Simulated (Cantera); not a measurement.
Feed: 1 mol AlN, 0.83 mol H2O, equilibrated at 23.3 Torr.

These are equilibrium values from Cantera (NASA tables, ideal gas, pure condensed phases), not measurements of a reactor. Candidate condensed phases: Al, AlN, Al2O3, H2O; 35 gas species. Mutual solubility and eutectic melting of coexisting phases are not modelled. Rates play no part. All values below are at 1600 K.

Base state: H2 0.750, N2 0.250, H 0.000267 (mole fractions); condensed: AlN(s) + Al2O3(s).

What changes in the equilibrium state with this change: AlN replaced by Fe3O4?


```tsv
species	before	after
H2O	5.81e-6	0.998
H2	0.750	0.00146
O2	<1e-9	0.000658
N2	0.250	0
Fe(OH)2	0	1.70e-5
OH	<1e-9	0.000315
H	0.000267	1.18e-5
AlN(s), mol	0.447	0
Al2O3(s), mol	0.277	0
Fe3O4(s), mol	0	1.000
```
Further candidate phases: Fe, FeO, Fe(OH)2, Fe(OH)3, Fe2O3, Fe3O4.
